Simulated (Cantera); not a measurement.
Charge: 1 mol MgO, 0.0095 mol C, 0.025 mol H2, held at 2323 K and 2900 Pa.

Equilibrium computed with Cantera from the NASA thermochemical tables; the gas is ideal and each condensed phase is pure. Candidate condensed phases: C, C6H6, C7H8, C8H18, H2O, Mg, MgCO3, MgO, Mg(OH)2; 116 gas species. The tables' values for MgH are old estimates; treat these amounts as uncertain. Kinetics and transport are ignored.

Base state: H2 0.453, Mg 0.253, CO 0.196, H2O 0.0490, H 0.0430, CO2 0.00373, MgOH 0.00122, OH 0.000774 (mole fractions); condensed: MgO(s).

What changes in the equilibrium state with this change: pressure from 2900 Pa to 250000 Pa?


| species | before | after |
|---|---|---|
| H2 | 0.453 | 0.562 |
| CO | 0.196 | 0.216 |
| Mg | 0.253 | 0.212 |
| H2O | 0.0490 | 0.000840 |
| H | 0.0430 | 0.00516 |
| O | 5.00e-5 | 8.01e-9 |
| OH | 0.000774 | 1.28e-6 |
| MgO | 0.000166 | 1.93e-6 |
| MgO(s), mol | 0.988 | 0.990 |
